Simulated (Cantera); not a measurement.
A freely propagating, adiabatic, planar premixed flame of CH4 : CO : O2 : N2 : CO2 = 1 : 0.11 : 2.7 : 10.2 : 0.29 (molar parts), equivalence ratio 0.76, unburnt at 675 K and 0.700 bar; multicomponent+Soret transport, grid criteria slope 0.08 and curve 0.16, no radiation.

Computed with Cantera and GRI-Mech 3.0 (53 species, 325 reactions). Burning velocities carry a grid error of a few per cent, more on coarse grids.

x: mole fraction of selected species; z is measured from the peak of heat release.

| z (mm) | T (K) | u (m/s) | x CH4 | x CO | x O2 | x O | x H2O2 | x H2O |
|---|---|---|---|---|---|---|---|---|
| -1.54 | 675 | 1.34 | 0.0699 | 0.00769 | 0.189 | <1e-8 | <1e-8 | 3.18e-5 |
| -1.02 | 676 | 1.34 | 0.0697 | 0.00771 | 0.189 | <1e-8 | 1.01e-7 | 0.000277 |
| -0.769 | 681 | 1.35 | 0.0691 | 0.00781 | 0.188 | <1e-8 | 4.84e-7 | 0.00109 |
| -0.512 | 715 | 1.42 | 0.0662 | 0.00861 | 0.186 | 2.62e-7 | 2.73e-6 | 0.00556 |
| -0.256 | ? | 1.93 | 0.0499 | 0.0165 | 0.165 | 1.66e-5 | 9.66e-6 | 0.0327 |
| -0.128 | ? | 2.59 | 0.0292 | 0.0291 | 0.134 | 0.000155 | 8.65e-6 | 0.0662 |
| 0 | ? | 3.29 | 0.00759 | 0.0422 | 0.0935 | 0.00127 | 1.30e-6 | 0.103 |
| 0.128 | 1763 | 3.59 | 0.000635 | 0.0401 | 0.0696 | 0.00427 | 4.19e-7 | 0.119 |
| 0.256 | 1808 | 3.67 | 2.77e-5 | 0.0320 | 0.0612 | 0.00588 | 3.54e-7 | 0.122 |
| 0.512 | 1863 | 3.76 | 7.01e-8 | 0.0225 | 0.0560 | 0.00606 | 2.94e-7 | 0.123 |
| 1.02 | 1933 | 3.88 | <1e-8 | 0.0164 | 0.0528 | 0.00505 | 2.18e-7 | 0.125 |
| 2.05 | 2011 | 4.01 | <1e-8 | 0.0124 | 0.0504 | 0.00348 | 1.50e-7 | 0.129 |
| 4.10 | 2079 | 4.13 | <1e-8 | 0.00840 | 0.0484 | 0.00208 | 1.05e-7 | 0.133 |

Fill in the missing entries.


- -0.256, T (K): 965
- -0.128, T (K): 1286
- 0, T (K): 1620
